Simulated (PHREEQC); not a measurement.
Make-up at 20 °C: 0.00011 mol/kgw Ca(HCO3)2, 1.5e-05 mol/kgw CO2 and 0.0071 mol/kgw KCl. Closed to the air; pH follows from the charge balance.

All values are PHREEQC results (ion-association model, wateq4f.dat), not measurements.

This is a speciation only: nothing precipitates in the calculation.

**Question.** Order these C species by the share of C that they hold, largest first: CO2, HCO3-, CO3-2.

**Answer.** HCO3- (93 %), CO2 (6.6 %), CO3-2 (0.16 %)

The pH is 7.49 and the ionic strength 0.00743 mol/kgw.
